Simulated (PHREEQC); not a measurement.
Model water analysis in mg/L, 25 °C, pH 4.02, pe 12.9:

| constituent | mg/L |
|---|---|
| Na | 58.4 |
| K | 137 |
| Ca | 848 |
| Mg | 960 |
| Cl | 1100 |
| S(6) as SO4 | 4520 |
| Br | 2.88 |
| Zn | 1.72 |

Na is adjusted to close the charge balance.
Valence states are taken as typed.

Model: ion-association model, phreeqc.dat, run in PHREEQC.

Question: The ionic strength comes out as 0.142 mol/kgw. What activity coefficients do H+, Br-, SO4-2, Zn+2, Ca+2 get?

Answer: H+ 0.81, Br- 0.72, SO4-2 0.33, Zn+2 0.33, Ca+2 0.35.

No solid was allowed to form. The solution is supersaturated, for example in Gypsum, so a real one may precipitate; this is no full list. Species that the database lacks are ignored.
